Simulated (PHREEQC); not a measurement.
Solution (25 °C): 0.26 mol NaHF2 per kg of water. Closed to the air; pH follows from the charge balance.

The numbers come from PHREEQC with the ion-association model, wateq4f.dat.

```csv
quantity,before,after
pH,3.17,12.26
ionic strength (mol/kgw),0.249,1.48
Na+ (mol/kgw),0.248,0.773
```

What was changed between the two runs?
A) NaHF2 replaced by Na3PO4 at the same molality
B) diluted 5-fold with water
C) NaHF2 from 0.26 to 0.286 mol/kgw
D) NaHF2 from 0.26 to 0.234 mol/kgw

A, NaHF2 replaced by Na3PO4 at the same molality

No solid was allowed to form. The ionic strength passes 0.7 mol/kgw, the rough limit of the ion-association models, in after. wateq4f.dat counts part of the HF as a dimer, H2F2, which phreeqc.dat doesn't know; its constant is uncertain.
